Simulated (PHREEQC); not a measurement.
Ultrapure water in contact with air or piping

Synthetic water in mg/L, 25 °C, pH 5.95, pe -1.3: Na 0.017; K 0.000931; Ca 0.0151; Mg 0.0104; Cl 0.0691; S(6) as SO4 0.00921; Alkalinity as HCO3 0.0114; Sr 0.000416; Si as SiO2 1.9e-05.

Cl is adjusted to close the charge balance.
Valence states are taken as typed.

Model: ion-association model, phreeqc.dat, run in PHREEQC.

Each row changes one thing in this solution. No solid was allowed to form.

| case | ionic strength (mol/kgw) | CO2 (mol/kgw) | HCO3- (mol/kgw) | CO3-2 (mol/kgw) | SI of Quartz (SiO2) |
|---|---|---|---|---|---|
| as made | 4.41e-6 | 3.28e-6 | 1.30e-6 | 5.48e-11 | -5.52 |
| S(6) from 0.00921 to 0.0046 mg/L | 4.36e-6 | 3.28e-6 | 1.30e-6 | 5.48e-11 | -5.52 |
| all concentrations times 4 at the same typed pH | (withheld) | (withheld) | (withheld) | 7.90e-11 | -4.92 |
| temperature from 25 to 40 °C at the same typed pH | 4.41e-6 | 2.85e-6 | 1.28e-6 | 6.93e-11 | (withheld) |

Some entries are withheld; supply them.


- all concentrations times 4 at the same typed pH, ionic strength (mol/kgw): 1.43e-5
- all concentrations times 4 at the same typed pH, CO2 (mol/kgw): 4.68e-6
- all concentrations times 4 at the same typed pH, HCO3- (mol/kgw): 1.86e-6
- temperature from 25 to 40 °C at the same typed pH, SI of Quartz (SiO2): -5.73

Species that the database lacks are ignored. Away from 25 °C the constants follow the database's enthalpies or fits; those with neither stay at their 25 °C values.
